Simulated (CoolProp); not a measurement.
Vapour-liquid equilibrium of n-pentane (1) + cyclohexane (2) at 331.1 K; x and y are mole fractions of (1).

Model: multi-fluid Helmholtz-energy mixture model, Thol 2019 and Zhou 2014; pair parameters Bell 2016, in CoolProp.

```
x      bubble pressure (bar)  y at the bubble point  dew pressure at overall composition x (bar)  liquid density (mol/L)
-----  ---------------------  ---------------------  -------------------------------------------  ----------------------
0.05                  0.5744                  0.196                                       0.5039                   8.788
0.125                 0.7046                  0.391                                       0.5378                   8.741
0.2                   0.8287                  0.521                                       0.5764                   8.693
0.275                 0.9479                  0.616                                       0.6209                   8.645
0.35                   1.063                  0.689                                       0.6726                   8.596
0.425                  1.176                  0.747                                       0.7333                   8.546
0.5                    1.287                  0.795                                       0.8054                   8.496
0.575                  1.396                  0.837                                       0.8924                   8.445
0.65                   1.505                  0.872                                       0.9988                   8.392
0.725                  1.614                  0.904                                        1.131                   8.339
0.8                    1.723                  0.933                                        1.298                   8.285
0.875                  1.834                  0.960                                        1.513                   8.229
0.95                   1.946                  0.984                                        1.791                   8.172
```

No azeotrope shows between x = 0.05 and 0.95.

The pair parameters rest on a limited set of measurements; away from them the model extrapolates.
